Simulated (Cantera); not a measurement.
A closed system holds: 1 mol acetone, a varied amount of H2O, 1.4 mol H2, at 1073.15 K and 73.0 mbar.

Cantera equilibrium calculation (NASA polynomials, part measured and part estimated; ideal gas, pure solids and liquids). Candidate condensed phases: C, C6H6, C7H8, C8H18, H2O; 110 gas species. The feed counts by its element totals alone. Kinetics and transport are ignored.

At 0.52 mol H2O, list the 5 most abundant gas species with their mole fractions, and the condensed phases.

H2 0.762, CO 0.234, CH4 0.00194, H2O 0.00169, CO2 0.000562. Condensed: C(graphite).
